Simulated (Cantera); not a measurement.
# Equilibrium for carbon deposition, reforming and gasification: C2H5OH + NH3 + H2

A closed system holds: 1 mol C2H5OH, 0.067 mol NH3, 3.4 mol H2, equilibrated at 750 Torr.

Equilibrium computed with Cantera from the NASA thermochemical tables; the gas is ideal and each condensed phase is pure. Candidate condensed phases: C, C6H6, C7H8, C8H18, H2O; 169 gas species. Ions and electrons are included (thermal ionisation). Kinetics and transport are ignored.

| T (°C) | x H | x H2 | x CO | x C | x C2H2 (acetylene) | x C2H | x C3 | n C(graphite) |
|---|---|---|---|---|---|---|---|---|
| 2227 | 0.0229 | 0.830 | 0.131 | 1.66e-7 | 0.00898 | 1.78e-5 | 4.97e-7 | 0.832 |
| 2477 | 0.0605 | 0.781 | 0.129 | 3.78e-6 | 0.0220 | 0.000197 | 1.69e-5 | 0.604 |
| 2727 | 0.131 | 0.691 | 0.124 | 5.07e-5 | 0.0430 | 0.00140 | 0.000312 | 0.181 |
| 2977 | 0.244 | 0.580 | 0.116 | 0.000359 | 0.0438 | 0.00441 | 0.00178 | 0 |
| 3227 | 0.395 | 0.447 | 0.105 | 0.00165 | 0.0295 | 0.00822 | 0.00500 | 0 |
| 3477 | 0.554 | 0.305 | 0.0930 | 0.00547 | 0.0141 | 0.0102 | 0.00846 | 0 |
| 3727 | 0.685 | 0.185 | 0.0828 | 0.0136 | 0.00478 | 0.00865 | 0.00886 | 0 |
| 3977 | 0.770 | 0.103 | 0.0758 | 0.0267 | 0.00122 | 0.00533 | 0.00619 | 0 |
| 4227 | 0.815 | 0.0555 | 0.0715 | 0.0418 | 0.000245 | 0.00245 | 0.00288 | 0 |
| 4477 | 0.836 | 0.0305 | 0.0691 | 0.0535 | 4.09e-5 | 0.000873 | 0.000911 | 0 |
| 4727 | 0.848 | 0.0174 | 0.0678 | 0.0600 | 6.43e-6 | 0.000275 | 0.000234 | 0 |
x: gas mole fraction; n: condensed amount in mol.

From 2227 °C to 2727 °C the condensed part is C(graphite). From 2977 °C to 4727 °C nothing is condensed. The main C-bearing gas is CO throughout.
